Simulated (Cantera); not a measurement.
## N2O + H2 (abatement and gas-phase synthesis)

A closed system holds: 1 mol N2O, 3.5 mol H2, at 4.10 mbar.

Method: chemical equilibrium by Gibbs-energy minimisation in Cantera with the NASA 1993 tables (ideal gas, pure condensed phases). Candidate condensed phases: H2O; 47 gas species. Ions and electrons are included (thermal ionisation). Rates play no part.

From 2227 °C to 4727 °C nothing is condensed.

```csv
T (°C),x H,x H2,x N2,x H2O,x N,x O,x OH
2227,0.242,0.379,0.190,0.157,1.99e-6,0.00872,0.0208
2727,0.681,0.0763,0.122,0.00572,7.60e-5,0.0928,0.0170
3227,0.769,0.00695,0.111,3.32e-5,0.00115,0.109,0.00169
3727,0.773,0.000965,0.106,5.22e-7,0.00903,0.110,0.000244
4227,0.761,0.000199,0.0879,1.93e-8,0.0417,0.109,5.18e-5
4727,0.734,5.33e-5,0.0480,1.28e-9,0.113,0.105,1.42e-5
```
x: gas mole fraction; nothing condenses.
